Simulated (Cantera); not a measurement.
A diamond (100) surface in a fixed gas of H2 with x(CH4) = 0.012, x(H) = 0.0025, at 1025 K, 150 Torr; coverages are run to steady state.

Cantera simulation using the Harris–Goodwin 1993 mechanism for the reconstructed diamond (100) surface; the numbers are that mechanism's predictions, not measurements.

θ: site fractions in the mechanism's names (c6HH fully hydrogenated, c6H* and c6*H radical sites, c6** diradical, c6HM methylated).

```csv
x(CH3),growth (µm/h),θ c6HH,θ c6H*,θ c6*H,θ c6**,θ c6HM
1e-06,?,0.576,0.0206,0.392,0.0112,0.000188
2.6e-06,?,0.576,0.0206,0.392,0.0112,0.000489
6.6e-06,?,0.575,0.0206,0.391,0.0112,0.00124
1.7e-05,?,0.574,0.0205,0.390,0.0112,0.00319
4.4e-05,?,0.570,0.0204,0.387,0.0111,0.00818
0.00011,?,0.560,0.0200,0.381,0.0108,0.0201
0.00029,?,0.536,0.0191,0.364,0.0102,0.0502
0.00076,?,0.484,0.0172,0.326,0.00873,0.116
0.002,?,0.390,0.0136,0.259,0.00624,0.236
```

Q: What belongs in the gaps?

A: 
- 1e-06, growth (µm/h): 0.113
- 2.6e-06, growth (µm/h): 0.294
- 6.6e-06, growth (µm/h): 0.746
- 1.7e-05, growth (µm/h): 1.92
- 4.4e-05, growth (µm/h): 4.92
- 0.00011, growth (µm/h): 12.1
- 0.00029, growth (µm/h): 30.2
- 0.00076, growth (µm/h): 69.9
- 0.002, growth (µm/h): 141
